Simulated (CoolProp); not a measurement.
R407C along the isotherm 500 K: density (kg/m³) from the reference equation and from simpler models built on Tc = 359.3 K, pc = 4.632 MPa, ω = 0.363; each cubic takes its own stable root.

Computed with CoolProp (reference Helmholtz-energy equation of state, Lemmon 2003). It is a pseudo-pure fit of the blend.

```csv
p (MPa),phase,reference,van der Waals,Redlich-Kwong,Soave-Redlich-Kwong
3.09,gas,68.81,70.35,69.86,67.67
6.18,supercritical,147.8,157.1,152.7,142.0
9.26,supercritical,236.1,263.2,247.6,220.2
12.4,supercritical,330.9,372.9,348.5,299.8
15.4,supercritical,418.6,451.8,436.5,371.5
18.5,supercritical,499.8,508.9,512.9,438.3
21.6,supercritical,569.2,550.8,575.5,497.1
24.7,supercritical,627.3,583.5,627.4,548.6
27.8,supercritical,676.2,610.1,671.2,593.8
30.9,supercritical,717.8,632.4,708.9,633.8
34,supercritical,753.7,651.5,741.8,669.4
37.1,supercritical,785.1,668.3,771.1,701.3
40.1,supercritical,812.1,682.7,796.5,729.3
43.2,supercritical,837.2,696.1,820.2,755.7
46.3,supercritical,859.9,708.2,841.9,779.9
```
